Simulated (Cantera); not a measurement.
Mixture: C3H8 : O2 : N2 = 1 : 9.43 : 35.5 (molar parts), at 1.00 bar, adiabatic and at constant volume. Ignition delay is the time to a rise of 400 K.

Computed with Cantera and GRI-Mech 3.0 (53 species, 325 reactions). GRI-Mech 3.0 was tuned for natural gas; its chemistry of propane as a main component is partial and can be far from experiment.

Task: What does this change do: pressure from 1.00 bar to 2.10 bar?

Result: 
```tsv
quantity	before	after
delay at 1098 K	51.8 ms	32.7 ms
delay at 1198 K	5.70 ms	3.97 ms
delay at 1298 K	0.880 ms	0.621 ms
delay at 1398 K	0.204 ms	0.139 ms
delay at 1498 K	68.6 µs	43.9 µs
apparent activation energy between 1448 and 1548 K	170 kJ/mol	180 kJ/mol
```

Task: What does this change do: constant pressure in place of constant volume?

Result: 
| quantity | before | after |
|---|---|---|
| delay at 1098 K | 51.8 ms | 53.7 ms |
| delay at 1198 K | 5.70 ms | 5.99 ms |
| delay at 1298 K | 0.880 ms | 0.936 ms |
| delay at 1398 K | 0.204 ms | 0.220 ms |
| delay at 1498 K | 68.6 µs | 75.7 µs |
| apparent activation energy between 1448 and 1548 K | 170 kJ/mol | 170 kJ/mol |
